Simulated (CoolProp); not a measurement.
Properties of R125 along the isotherm 500 K (Tc = 339.2 K, pc = 36.18 bar, ω = 0.305).

The numbers come from the reference Helmholtz-energy equation of state, Lemmon 2005 in CoolProp.

```
p (bar)          phase  speed of sound (m/s)  expansivity (1/kK)  fugacity coefficient
-------  -------------  --------------------  ------------------  --------------------
4.93               gas                 190.9               2.095                0.9891
9.87               gas                 189.4               2.193                0.9784
14.8               gas                 187.9               2.294                0.9679
19.7               gas                 186.5               2.398                0.9577
24.7               gas                 185.2               2.506                0.9476
29.6               gas                 184.1               2.616                   [?]
34.5               gas                 183.0                 [?]                0.9285
39.5     supercritical                 182.1               2.843                0.9190
44.4     supercritical                 181.3               2.958                0.9100
49.3     supercritical                 180.6               3.073                0.9012
54.3     supercritical                 180.1                 [?]                   [?]
```

Question: Some entries are withheld; supply them.

Answer: 
- 29.6, fugacity coefficient: 0.9379
- 34.5, expansivity (1/kK): 2.727
- 54.3, expansivity (1/kK): 3.191
- 54.3, fugacity coefficient: 0.8925
